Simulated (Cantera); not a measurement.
**Stirred combustor or abatement burner**

A perfectly stirred reactor is fed with H2 : O2 : N2 = 1 : 0.676 : 2.54 (molar parts), at 1.90 bar; it is adiabatic with a 300 K inlet, and is followed from long to short residence time, starting on the burning branch (τ in s: 0.023, 0.011, 0.0053, 0.0026, 0.0012, 0.0006, 0.00029, 0.00014, 6.8e-05, 3.3e-05, 1.6e-05, 7.6e-06).

Cantera simulation using GRI-Mech 3.0 (53 species, 325 reactions); the numbers are that mechanism's predictions, not measurements.

```json
[
 {"τ (s)": "0.023", "T (K)": "2082", "x H2": "0.000906", "x O2": "0.0465", "x N2O": "4.06e-7", "x NO": "0.000186", "x H2O": "0.266", "x HO2": "3.17e-6"},
 {"τ (s)": "0.011", "T (K)": "2076", "x H2": "0.00127", "x O2": "0.0465", "x N2O": "4.71e-7", "x NO": "0.000125", "x H2O": "0.265", "x HO2": "3.85e-6"},
 {"τ (s)": "0.0053", "T (K)": "2066", "x H2": "0.00189", "x O2": "0.0465", "x N2O": "5.25e-7", "x NO": "8.96e-5", "x H2O": "0.264", "x HO2": "5.10e-6"},
 {"τ (s)": "0.0026", "T (K)": "2051", "x H2": "0.00287", "x O2": "0.0466", "x N2O": "5.40e-7", "x NO": "6.69e-5", "x H2O": "0.262", "x HO2": "7.17e-6"},
 {"τ (s)": "0.0012", "T (K)": "2026", "x H2": "0.00451", "x O2": "0.0468", "x N2O": "5.03e-7", "x NO": "4.96e-5", "x H2O": "0.259", "x HO2": "1.08e-5"},
 {"τ (s)": "0.00060", "T (K)": "1992", "x H2": "0.00667", "x O2": "0.0473", "x N2O": "4.43e-7", "x NO": "3.93e-5", "x H2O": "0.254", "x HO2": "1.58e-5"},
 {"τ (s)": "0.00029", "T (K)": "1941", "x H2": "0.00977", "x O2": "0.0482", "x N2O": "3.73e-7", "x NO": "3.34e-5", "x H2O": "0.249", "x HO2": "2.33e-5"},
 {"τ (s)": "0.00014", "T (K)": "1872", "x H2": "0.0138", "x O2": "0.0498", "x N2O": "3.10e-7", "x NO": "3.08e-5", "x H2O": "0.241", "x HO2": "3.35e-5"},
 {"τ (s)": "6.8e-5", "T (K)": "1781", "x H2": "0.0187", "x O2": "0.0522", "x N2O": "2.56e-7", "x NO": "2.85e-5", "x H2O": "0.232", "x HO2": "4.66e-5"},
 {"τ (s)": "3.3e-5", "T (K)": "1667", "x H2": "0.0252", "x O2": "0.0560", "x N2O": "2.06e-7", "x NO": "2.34e-5", "x H2O": "0.220", "x HO2": "6.36e-5"},
 {"τ (s)": "1.6e-5", "T (K)": "1524", "x H2": "0.0371", "x O2": "0.0634", "x N2O": "1.51e-7", "x NO": "1.45e-5", "x H2O": "0.203", "x HO2": "8.96e-5"},
 {"τ (s)": "7.6e-6", "T (K)": "300", "x H2": "0.237", "x O2": "0.160", "x N2O": "<1e-12", "x NO": "<1e-12", "x H2O": "<1e-12", "x HO2": "<1e-12"}
]
```
x: mole fraction; the columns are a selection and need not sum to one.
